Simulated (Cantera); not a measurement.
Charge: 1 mol CCl4, 0.38 mol CH4, 13 mol H2, held at 2923.15 K and 18000 Pa.

These are equilibrium values from Cantera (NASA tables, ideal gas, pure condensed phases), not measurements of a reactor. Candidate condensed phases: C, C6H6, C7H8, C8H18; 91 gas species. The numbers say what is thermodynamically allowed, not how fast it happens.

Base state: H2 0.536, H 0.214, HCl 0.173, Cl 0.0472, C2H2 (acetylene) 0.0265, C2H 0.00162, C3 0.000747, C4H2 0.000547 (mole fractions); condensed: C(graphite).

### Question
What changes in the equilibrium state with this change: H2 from 13 to 1.3 mol?

### Answer
```
species             before     after
-----------------  -------  --------
HCl                  0.173     0.490
Cl                  0.0472     0.299
H2                   0.536     0.108
C2H2 (acetylene)    0.0265   0.00533
H                    0.214    0.0958
Cl2                5.74e-6  0.000230
CH3                2.83e-5   2.55e-6
CCl                2.24e-6   1.42e-5
C2H2 (vinylidene)  6.97e-5   1.40e-5
C(graphite), mol     0.259      1.30
```
The tables' values for CCl are old estimates; treat these amounts as uncertain.
